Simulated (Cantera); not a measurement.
A closed system holds: 1 mol SO₂, 0.24 mol O₂, 0.55 mol N₂, held at 1650 K and 13500 Torr.

Method: chemical equilibrium by Gibbs-energy minimisation in Cantera with the NASA 1993 tables (ideal gas, pure condensed phases). Candidate condensed phases: S; 17 gas species. Rates play no part.

Base state: SO₂ 0.548, N₂ 0.309, O₂ 0.127, SO₃ 0.0154, NO 0.00116, NO₂ 1.36e-5 (mole fractions); condensed: gas only.

What changes in the equilibrium state with this change: SO₂ replaced by HCl?


```
species  before     after
-------  ------  --------
HCl           0     0.430
N₂        0.309     0.317
O₂        0.127     0.101
SO₂       0.548         0
H₂O           0    0.0732
Cl₂           0    0.0686
SO₃      0.0154         0
Cl            0   0.00904
ClO           0  0.000252
HOCl          0  0.000206
OH            0   8.87e-5
```
Further candidate phases: H₂O, NH₄Cl.
